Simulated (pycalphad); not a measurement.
# Phase fractions of Al-6.6Mg-17.9Si (at.%)

Computed with pycalphad from the COST 507 light-alloy database (1999), at 1 atm. The data set is of 1999 and partly superseded. Amounts are mole fractions of atoms. Kinetics are ignored, which matters at the lower temperatures.

```
T (K)  LIQUID  DIAMOND_A4  MG2SI  FCC_A1
-----  ------  ----------  -----  ------
930     1.000           -      -       -
850     0.957       0.036  0.007       -
770         -         ___    ___     ___
690         -       0.144  0.097   0.759
610         -       0.145  0.098   0.756
530         -       0.146  0.099   0.755
450         -       0.146  0.099   0.755
370         -       0.146  0.099   0.755
```

Task: What belongs in the gaps?

Result: 
- 770, DIAMOND_A4: 0.142
- 770, MG2SI: 0.094
- 770, FCC_A1: 0.764

Database names, with the compositions (at.%) that they take in these runs: MG2SI: Mg 67 Si 33. FCC_A1 is fcc; DIAMOND_A4 is diamond (Si).
